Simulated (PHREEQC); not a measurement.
## Metal-bearing waste water (model solution)

Solution (20 °C): 8 mmol/kgw ZnSO4, 0.098 mmol/kgw NiCl2, 10.2 mmol/kgw HCl and 0.05 mmol/kgw NaCl. Closed to the air; pH follows from the charge balance.

Computed with PHREEQC (ion-association model, wateq4f.dat).

* **pH**: 2.13
* **ionic strength**: 0.0317 mol/kgw
* **total alkalinity**: -10.2 meq/kg

```
species  molality  activity   log γ
-------  --------  --------  ------
Cl-        0.0104   0.00874  -0.074
H+        0.00845   0.00738  -0.059
Zn+2      0.00615   0.00332  -0.267
SO4-2     0.00439   0.00230  -0.280
HSO4-     0.00175   0.00148  -0.071
ZnSO4     0.00171   0.00173   0.003
Ni+2      7.94e-5   4.10e-5  -0.287
ZnCl+     7.39e-5   6.25e-5  -0.073
```

This is a speciation only: nothing precipitates in the calculation. Complexes and solids missing from the database can't appear.
